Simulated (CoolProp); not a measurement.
Vapour-liquid equilibrium of dimethyl ether (1) + R236FA (2) at 1.51 MPa; x and y are mole fractions of (1).

Computed with CoolProp (multi-fluid Helmholtz-energy mixture model, Wu 2011 and Pan 2012; pair parameters Bell 2016).

Problem. Give the bubble temperature and the first vapour's composition at x = 0.05, 0.35, 0.65. Is there an azeotrope?

Solution. x = 0.05: 361.5 K, y = 0.051; x = 0.35: 358.8 K, y = 0.400; x = 0.65: 350.0 K, y = 0.758. No azeotrope shows between x = 0.05 and 0.95.

Pair parameters are fitted to limited data, so mixtures are less certain than the pure fluids.
